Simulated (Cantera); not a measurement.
**Ammonia decomposition in nitride growth gas**

An isothermal, constant-pressure homogeneous reactor starts with NH3 : H2 = 1 : 0.21 (molar parts), at 2300 K and 110000 Pa.

Model: the gas-phase N/H chemistry of the illustrative SiF4/NH3 mechanism in the Surface Chemkin manual (1991), integrated in Cantera. Walls and surfaces, which speed up NH3 decomposition in real reactors, are not modelled.

```csv
t (s),x NH3,x H2,x NH,x NH2,x N,x N2H4,x N2H2
9.00e-5,0.778,0.206,8.67e-5,0.00392,4.00e-6,9.54e-7,2.23e-5
0.000207,0.718,0.250,8.76e-5,0.00365,4.45e-6,8.28e-7,1.95e-5
0.000477,0.603,0.333,8.70e-5,0.00317,5.14e-6,6.24e-7,1.49e-5
0.00110,0.419,0.467,8.16e-5,0.00243,5.91e-6,3.65e-7,8.91e-6
0.00253,0.205,0.623,6.71e-5,0.00147,6.56e-6,1.35e-7,3.65e-6
0.00583,0.0504,0.734,4.29e-5,0.000568,6.89e-6,2.00e-8,7.45e-7
0.0134,0.00241,0.766,1.28e-5,6.68e-5,5.16e-6,2.76e-10,2.13e-8
0.0309,0.000209,0.766,1.63e-6,7.02e-6,7.98e-7,3.05e-12,2.77e-10
0.0711,6.35e-5,0.766,4.96e-7,2.13e-6,2.44e-7,<1e-12,2.81e-11
0.164,2.46e-5,0.767,1.92e-7,8.27e-7,9.44e-8,<1e-12,6.61e-12
0.377,1.07e-5,0.767,8.39e-8,3.61e-7,4.12e-8,<1e-12,3.54e-12
0.869,5.80e-6,0.767,4.53e-8,1.95e-7,2.23e-8,<1e-12,3.03e-12
2.00,4.65e-6,0.767,3.63e-8,1.56e-7,1.78e-8,<1e-12,2.95e-12
```
x: mole fraction; the columns are a selection and need not sum to one.

Equilibrium at this temperature and pressure: NH3 4.58e-6, H2 0.767, NH 3.58e-8, NH2 1.54e-7, N 1.76e-8, N2H4 <1e-12, N2H2 2.95e-12 (gas phase only).
